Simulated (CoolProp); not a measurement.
Vapour pressure (bar) of R1233zd(E): the reference equation beside estimates from Tc = 165.7 °C, pc = 35.83 bar, ω = 0.304. Clausius-Clapeyron is anchored at 74.35 °C with a constant enthalpy of vaporisation of 21.18 kJ/mol.

Computed with CoolProp (reference Helmholtz-energy equation of state, Akasaka 2022).

| T (°C) | reference | Lee-Kesler | Clausius-Clapeyron | van der Waals | Redlich-Kwong | Soave-Redlich-Kwong | Peng-Robinson |
|---|---|---|---|---|---|---|---|
| 74.35 | 5.723 | 5.763 | 5.723 | 13.10 | 8.187 | 5.785 | 5.713 |
| 82.85 | 7.056 | 7.103 | 6.818 | 14.64 | 9.718 | 7.145 | 7.051 |
| 91.45 | 8.629 | 8.682 | 8.072 | 16.32 | 11.46 | 8.751 | 8.633 |
| 99.95 | 10.43 | 10.48 | 9.465 | 18.09 | 13.37 | 10.59 | 10.45 |
| 108.45 | 12.50 | 12.55 | 11.02 | 19.98 | 15.49 | 12.70 | 12.53 |
| 117.05 | 14.89 | 14.94 | 12.77 | 22.00 | 17.86 | 15.13 | 14.95 |
| 125.55 | 17.58 | 17.62 | 14.67 | 24.13 | 20.42 | 17.86 | 17.66 |
| 134.15 | 20.66 | 20.69 | 16.79 | 26.40 | 23.25 | 20.97 | 20.77 |
| 142.65 | 24.10 | 24.13 | 19.09 | 28.77 | 26.29 | 24.41 | 24.24 |

Absolute difference from the reference over all 9 rows, mean and median: Lee-Kesler 0.4 and 0.4 %, Clausius-Clapeyron 11.2 and 11.8 %, van der Waals 65.7 and 59.8 %, Redlich-Kwong 24.8 and 23.9 %, Soave-Redlich-Kwong 1.4 and 1.5 %, Peng-Robinson 0.3 and 0.2 %.
